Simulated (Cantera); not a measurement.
What does this Cantera script print?

```python
import numpy as np
import cantera as ct

gas = ct.Solution("SiF4_NH3_mec.yaml", "gas")
gas.TPX = 1775, 100000, {'NH3': 1, 'N2': 3.1}
inlet = ct.Reservoir(gas, clone=True)

reactor = ct.IdealGasConstPressureReactor(gas, energy="off", clone=False)
exhaust = ct.Reservoir(gas, clone=True)
tau = [2.4, 0.83, 0.29, 0.1, 0.035, 0.012, 0.0042][0]
for a, b in ((inlet, reactor), (reactor, exhaust)):
    ct.MassFlowController(a, b, mdot=lambda t: reactor.mass / tau)
net = ct.ReactorNet([reactor])
show = ['NH3', 'H2', 'N', 'NH2', 'N2', 'H']

rows = []
print(f"{'tau/s':>10s}{'T/K':>9s}" + "".join(f"{s:>11s}" for s in show))
for tau in [2.4, 0.83, 0.29, 0.1, 0.035, 0.012, 0.0042]:
    net.initial_time = 0.0
    net.advance(30 * tau)
    before = gas.X
    net.advance(40 * tau)
    drift = np.max(np.abs(gas.X - before) / (gas.X + 1e-9))
    rows.append([gas.T, *gas[show].X, drift])
    print(f"{tau:10.3e}{gas.T:9.1f}" + "".join(f"{x:11.3e}" for x in gas[show].X))
```

It prints:

```
     tau/s      T/K        NH3         H2          N        NH2         N2          H
 2.400e+00   1775.0  6.044e-02  2.211e-01  7.245e-08  5.538e-05  7.183e-01  7.674e-05
 8.300e-01   1775.0  1.070e-01  1.649e-01  8.041e-08  8.589e-05  7.279e-01  5.017e-05
 2.900e-01   1775.0  1.620e-01  9.864e-02  7.782e-08  1.181e-04  7.392e-01  2.731e-05
 1.000e-01   1775.0  2.057e-01  4.598e-02  6.077e-08  1.446e-04  7.482e-01  1.234e-05
 3.500e-02   1775.0  2.286e-01  1.825e-02  3.420e-08  1.635e-04  7.529e-01  5.053e-06
 1.200e-02   1775.0  2.384e-01  6.455e-03  1.345e-08  1.755e-04  7.549e-01  1.917e-06
 4.200e-03   1775.0  2.420e-01  2.169e-03  4.601e-09  1.764e-04  7.557e-01  7.146e-07
```

Model: the gas-phase N/H chemistry of the illustrative SiF4/NH3 mechanism in the Surface Chemkin manual (1991), integrated in Cantera. Walls and surfaces, which speed up NH3 decomposition in real reactors, are not modelled.
